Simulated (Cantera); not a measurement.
Carbon deposition, reforming and gasification: n-butane + NH₃ + CO₂

Charge: 1 mol n-butane, 0.03 mol NH₃, 0.028 mol CO₂, equilibrated at 250000 Pa.

Equilibrium computed with Cantera from the NASA thermochemical tables; the gas is ideal and each condensed phase is pure. Candidate condensed phases: C, C₆H₆, C₇H₈, C₈H₁₈, H₂O; 169 gas species. Ions and electrons are included (thermal ionisation). Equilibrium is a limit: real reactors are often held back by kinetics, nucleation or transport.

From 2000 K to 3500 K the condensed part is C(graphite). From 3750 K to 5000 K nothing is condensed. The main C-bearing gas is CO at 2000 K and C at 5000 K.

```json
[
 {"T (K)": "2000", "x H₂": "0.983", "x H": "0.00102", "x C": "1.22e-11", "x C₂H₂ (acetylene)": "0.000755", "x C₃": "1.11e-11", "x C₂H": "1.47e-8", "x C₂": "<1e-12", "x C₄H₂": "2.33e-7", "x CO": "0.0109", "n C(graphite)": "3.95"},
 {"T (K)": "2250", "x H₂": "0.977", "x H": "0.00464", "x C": "1.46e-9", "x C₂H₂ (acetylene)": "0.00327", "x C₃": "2.60e-9", "x C₂H": "6.17e-7", "x C₂": "2.29e-10", "x C₄H₂": "4.47e-6", "x CO": "0.0109", "n C(graphite)": "3.93"},
 {"T (K)": "2500", "x H₂": "0.958", "x H": "0.0156", "x C": "6.66e-8", "x C₂H₂ (acetylene)": "0.0104", "x C₃": "1.99e-7", "x C₂H": "1.21e-5", "x C₂": "1.83e-8", "x C₄H₂": "4.63e-5", "x CO": "0.0109", "n C(graphite)": "3.85"},
 {"T (K)": "2750", "x H₂": "0.916", "x H": "0.0414", "x C": "1.51e-6", "x C₂H₂ (acetylene)": "0.0258", "x C₃": "6.75e-6", "x C₂H": "0.000135", "x C₂": "6.53e-7", "x C₄H₂": "0.000302", "x CO": "0.0107", "n C(graphite)": "3.67"},
 {"T (K)": "3000", "x H₂": "0.838", "x H": "0.0914", "x C": "2.03e-5", "x C₂H₂ (acetylene)": "0.0521", "x C₃": "0.000125", "x C₂H": "0.000977", "x C₂": "1.27e-5", "x C₄H₂": "0.00135", "x CO": "0.0104", "n C(graphite)": "3.34"},
 {"T (K)": "3250", "x H₂": "0.714", "x H": "0.172", "x C": "0.000182", "x C₂H₂ (acetylene)": "0.0867", "x C₃": "0.00145", "x C₂H": "0.00497", "x C₂": "0.000155", "x C₄H₂": "0.00439", "x CO": "0.00996", "n C(graphite)": "2.77"},
 {"T (K)": "3500", "x H₂": "0.546", "x H": "0.276", "x C": "0.00119", "x C₂H₂ (acetylene)": "0.117", "x C₃": "0.0117", "x C₂H": "0.0186", "x C₂": "0.00131", "x C₄H₂": "0.0105", "x CO": "0.00917", "n C(graphite)": "1.71"},
 {"T (K)": "3750", "x H₂": "0.370", "x H": "0.386", "x C": "0.00539", "x C₂H₂ (acetylene)": "0.104", "x C₃": "0.0505", "x C₂H": "0.0432", "x C₂": "0.00663", "x C₄H₂": "0.0121", "x CO": "0.00785", "n C(graphite)": "0"},
 {"T (K)": "4000", "x H₂": "0.267", "x H": "0.521", "x C": "0.0145", "x C₂H₂ (acetylene)": "0.0485", "x C₃": "0.0660", "x C₂H": "0.0463", "x C₂": "0.0140", "x C₄H₂": "0.00364", "x CO": "0.00674", "n C(graphite)": "0"},
 {"T (K)": "4250", "x H₂": "0.173", "x H": "0.632", "x C": "0.0320", "x C₂H₂ (acetylene)": "0.0184", "x C₃": "0.0663", "x C₂H": "0.0391", "x C₂": "0.0231", "x C₄H₂": "0.000799", "x CO": "0.00589", "n C(graphite)": "0"},
 {"T (K)": "4500", "x H₂": "0.103", "x H": "0.701", "x C": "0.0610", "x C₂H₂ (acetylene)": "0.00603", "x C₃": "0.0556", "x C₂H": "0.0280", "x C₂": "0.0320", "x C₄H₂": "0.000143", "x CO": "0.00528", "n C(graphite)": "0"},
 {"T (K)": "4750", "x H₂": "0.0583", "x H": "0.732", "x C": "0.102", "x C₂H₂ (acetylene)": "0.00178", "x C₃": "0.0394", "x C₂H": "0.0174", "x C₂": "0.0378", "x C₄H₂": "2.18e-5", "x CO": "0.00484", "n C(graphite)": "0"},
 {"T (K)": "5000", "x H₂": "0.0328", "x H": "0.736", "x C": "0.150", "x C₂H₂ (acetylene)": "0.000477", "x C₃": "0.0230", "x C₂H": "0.00938", "x C₂": "0.0377", "x C₄H₂": "2.76e-6", "x CO": "0.00452", "n C(graphite)": "0"}
]
```
x: gas mole fraction; n: condensed amount in mol.
